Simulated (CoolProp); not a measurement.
Values from CoolProp's reference Helmholtz-energy equation of state, Zhou 2012.

Q: For p-xylene, give the phase and the density (kg/m³), isothermal compressibility (1/MPa), conductivity (mW/(m K)), Prandtl number at 620 K and 2.47 MPa; 620 K and 2.83 MPa; 620 K and 4.59 MPa.

A: 
- 620 K and 2.47 MPa: gas; density 74.2, isothermal compressibility 0.652, conductivity 48.8, Prandtl number 0.809
- 620 K and 2.83 MPa: gas; density 94.1, isothermal compressibility 0.677, conductivity 51.5, Prandtl number 0.866
- 620 K and 4.59 MPa: supercritical; density 439, isothermal compressibility 0.104, conductivity 77.7, Prandtl number 2.85

Viscosity comes from a separate model (Balogun 2015). Thermal conductivity comes from a separate model (Mylona 2014).
